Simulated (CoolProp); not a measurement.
Saturation properties of toluene.

Computed with CoolProp (reference Helmholtz-energy equation of state, Lemmon 2006). It is a short technical equation, of lower accuracy than the large ones.

| T (K) | p (MPa) | liquid density (kg/m³) | vapour density (kg/m³) | liquid cp (kJ/(kg K)) | liquid viscosity (µPa s) | vapour viscosity (µPa s) |
|---|---|---|---|---|---|---|
| 317.9 | 0.009780 | 843.6 | 0.3435 | 1.766 | 442 | 7.40 |
| 327.9 | 0.01500 | 834.2 | 0.5121 | 1.800 | 399 | [?] |
| 337.8 | 0.02223 | 824.7 | 0.7394 | 1.835 | [?] | 7.82 |
| 347.8 | 0.03220 | 815.0 | 1.045 | 1.870 | 332 | 8.04 |
| 357.7 | 0.04537 | 805.3 | 1.439 | 1.906 | 305 | 8.25 |
| 367.7 | 0.06275 | 795.4 | 1.948 | 1.943 | 281 | 8.46 |
| 377.6 | 0.08481 | 785.4 | 2.581 | [?] | 260 | 8.67 |
| 387.6 | 0.1129 | 775.2 | 3.375 | 2.018 | 242 | 8.88 |
| 397.5 | 0.1474 | 764.8 | 4.338 | [?] | 225 | 9.09 |
| 407.5 | 0.1901 | 754.2 | 5.517 | 2.095 | 210 | 9.30 |
| 417.4 | 0.2412 | 743.4 | 6.917 | 2.135 | 197 | 9.52 |
| 427.3 | 0.3022 | [?] | 8.583 | 2.175 | 184 | 9.73 |
| 437.3 | 0.3752 | 720.8 | 10.57 | 2.217 | 173 | 9.95 |

**Question.** Fill in the missing entries.

**Answer.** 
- 327.9, vapour viscosity (µPa s): 7.61
- 337.8, liquid viscosity (µPa s): 363
- 377.6, liquid cp (kJ/(kg K)): 1.980
- 397.5, liquid cp (kJ/(kg K)): 2.056
- 427.3, liquid density (kg/m³): 732.3

It boils at 383.7 K under 1 atm.

Viscosity comes from a separate model (Avgeri 2015).
